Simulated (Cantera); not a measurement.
**Ignition delay**

Mixture: 29.1 % H2, 19.1 % O2, 51.8 % N2, at 3400000 Pa, adiabatic and at constant pressure. Ignition delay is the time to a rise of 400 K.

Computed with Cantera and the H2/O2 subset of GRI-Mech 3.0, which has no nitrogen chemistry. The hydrogen kinetics of GRI-Mech 3.0 are dated; newer H2 mechanisms differ, most at raised pressure. The pressure lies above the range GRI-Mech 3.0 was tuned for (to about 10 atm). Below about 950 K walls govern HO2 and H2O2 in real vessels.

```json
[
 {"T0 (K)": "925", "delay (ms)": "27.2"},
 {"T0 (K)": "975", "delay (ms)": "8.03"},
 {"T0 (K)": "1025", "delay (ms)": "2.68"},
 {"T0 (K)": "1075", "delay (ms)": "0.986"},
 {"T0 (K)": "1125", "delay (ms)": "0.391"},
 {"T0 (K)": "1175", "delay (ms)": "0.163"},
 {"T0 (K)": "1225", "delay (ms)": "0.0706"},
 {"T0 (K)": "1275", "delay (ms)": "0.0309"}
]
```

The apparent activation energy between 1175 and 1275 K is 210 kJ/mol.
